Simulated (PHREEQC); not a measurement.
Dissolve 0.024 mol/kgw HF, 0.0031 mol/kgw NH4HF2, 0.0095 mol/kgw H2SiF6 and 7.2e-05 mol/kgw HCl at 20 °C. Closed to the air; pH follows from the charge balance.

Equilibrium calculation in PHREEQC: ion-association model, wateq4f.dat.

| quantity | before | after |
|---|---|---|
| H2F2 (mol/kgw) | 0.00192 | 0.000505 |
| F- (mol/kgw) | 0.00140 | 0.00126 |
| HF2- (mol/kgw) | 0.000128 | 5.92e-5 |
| SI of Quartz (SiO2) | -3.81 | -2.83 |

What was changed between the two runs?
A. diluted 2-fold with water
B. HF left out
C. diluted 100-fold with water
D. HF from 0.024 to 0.048 mol/kgw
E. H2SiF6 from 0.0095 to 0.0019 mol/kgw

A, diluted 2-fold with water

Precipitation was switched off in this run. SiF6-2 is the database's only silicon fluoride.
